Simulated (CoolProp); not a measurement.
A simple Rankine cycle with n-hexane: condensing at 331.15 K, boiler at 0.421 MPa, turbine inlet 545.4 K, turbine efficiency 0.75, pump efficiency 0.7, no recuperator. Each further row changes one setting.

Model: reference Helmholtz-energy equation of state, Thol 2019, in CoolProp.

```tsv
case	thermal efficiency (%)	net work (kJ/kg)	heat in (kJ/kg)	turbine exit temperature (K)	volume ratio over the turbine
as stated	7.9	65.5	828	518.2	5.78
turbine inlet 565.4 K	7.7	68.2	883	538.1	5.77
condensing temperature 323.15 K	…	…	847	514.2	7.59
boiler pressure 0.295 MPa	6.4	53.1	830	523.9	…
turbine efficiency 0.65	6.8	56.7	828	…	…
```

**Question.** Complete the blanks.

**Answer.** 
- condensing temperature 323.15 K, thermal efficiency (%): 8.9
- condensing temperature 323.15 K, net work (kJ/kg): 75.7
- boiler pressure 0.295 MPa, volume ratio over the turbine: 4.05
- turbine efficiency 0.65, turbine exit temperature (K): 521.6
- turbine efficiency 0.65, volume ratio over the turbine: 5.82
